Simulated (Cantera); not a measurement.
Input: 1 mol CaO, 4.6 mol HF, 12 mol O2, held at 6.50e-5 bar.

Cantera equilibrium calculation (NASA polynomials, part measured and part estimated; ideal gas, pure solids and liquids). Candidate condensed phases: Ca, CaF2, CaO, Ca(OH)2, H2O; 29 gas species. Mutual solubility and eutectic melting of coexisting phases are not modelled. Equilibrium is a limit: real reactors are often held back by kinetics, nucleation or transport.

x: gas mole fraction; n: condensed amount in mol.

```csv
T (K),x O2,x HF,x H2O,x CaF2,x O,x OH,x H,n CaF2(s),n CaO(s)
1023,0.769,0.167,0.0641,6.13e-9,3.39e-8,2.20e-6,2.02e-11,1.00,0
1098,0.769,0.167,0.0641,(withheld),(withheld),(withheld),(withheld),1.000,0
1173,0.769,0.167,0.0641,(withheld),(withheld),(withheld),(withheld),1.000,0
1248,0.769,0.167,0.0641,4.49e-5,7.24e-6,6.91e-5,3.18e-8,0.999,0
1323,0.769,0.167,0.0640,0.000431,2.89e-5,0.000168,2.13e-7,0.993,0
1398,0.755,0.193,0.0484,0.00319,9.89e-5,0.000322,1.02e-6,0.721,0.229
1473,0.725,0.234,0.0220,0.0187,0.000295,0.000439,3.22e-6,0.0590,0.632
1548,0.722,0.225,0.0253,0.0258,0.000804,0.000895,1.38e-5,0,0.572
1623,0.720,0.214,0.0304,0.0313,0.00200,0.00176,5.32e-5,0,0.479
1698,0.717,0.202,0.0353,0.0371,0.00460,0.00323,0.000181,0,0.383
1773,0.712,0.189,0.0396,0.0429,0.00983,0.00556,0.000550,0,0.282
1848,0.702,0.176,0.0430,0.0487,0.0197,0.00903,0.00151,0,0.178
1923,0.684,0.161,0.0447,0.0543,0.0371,0.0138,0.00380,0,0.0659
```

Some entries are withheld; supply them.


- 1173, x CaF2: 3.44e-6
- 1173, x O: 1.52e-6
- 1173, x OH: 2.54e-5
- 1173, x H: 3.72e-9
- 1098, x CaF2: 1.82e-7
- 1098, x O: 2.58e-7
- 1098, x OH: 8.12e-6
- 1098, x H: 3.27e-10
